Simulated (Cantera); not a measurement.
**Hydrocarbon pyrolysis for carbon deposition**

A perfectly stirred reactor is fed with C2H6 : N2 = 1 : 25 (molar parts), at 760 Pa; it is held at 1773 K, and followed from long to short residence time.

Cantera simulation using GRI-Mech 3.0 (53 species, 325 reactions); the numbers are that mechanism's predictions, not measurements. GRI-Mech 3.0 stops at C3 and has no aromatics, soot or wall deposition, so with more carbon than oxygen in the feed, carbon stays in small species such as C2H2 where larger ones or solid carbon would form. Radical loss at walls, strong at low pressure, is not modelled.

| τ (s) | x C2H6 | x CH4 | x H | x C2H | x C2H2 | x C2H4 | x CH3 |
|---|---|---|---|---|---|---|---|
| 5.8 | 3.38e-6 | 0.00106 | 0.000842 | 3.29e-6 | 0.0348 | 2.17e-5 | 0.000261 |
| 2.6 | 7.47e-6 | 0.00153 | 0.000860 | 3.39e-6 | 0.0345 | 4.66e-5 | 0.000392 |
| 1.2 | 1.60e-5 | 0.00215 | 0.000887 | 3.51e-6 | 0.0342 | 9.63e-5 | 0.000578 |
| 0.52 | 3.60e-5 | 0.00304 | 0.000926 | 3.69e-6 | 0.0335 | 0.000208 | 0.000879 |
| 0.23 | 7.92e-5 | 0.00415 | 0.000977 | 3.92e-6 | 0.0326 | 0.000432 | 0.00132 |
| 0.10 | 0.000176 | 0.00552 | 0.00104 | 4.21e-6 | 0.0311 | 0.000886 | 0.00201 |
| 0.045 | 0.000375 | 0.00695 | 0.00111 | 4.50e-6 | 0.0289 | 0.00170 | 0.00299 |
| 0.020 | 0.000805 | 0.00828 | 0.00119 | 4.74e-6 | 0.0257 | 0.00316 | 0.00447 |
| 0.0090 | 0.00170 | 0.00902 | 0.00124 | 4.76e-6 | 0.0213 | 0.00542 | 0.00656 |
| 0.0040 | 0.00359 | 0.00860 | 0.00125 | 4.30e-6 | 0.0152 | 0.00839 | 0.00944 |
| 0.0018 | 0.00732 | 0.00667 | 0.00117 | 3.12e-6 | 0.00854 | 0.0107 | 0.0127 |
x: mole fraction; the columns are a selection and need not sum to one.
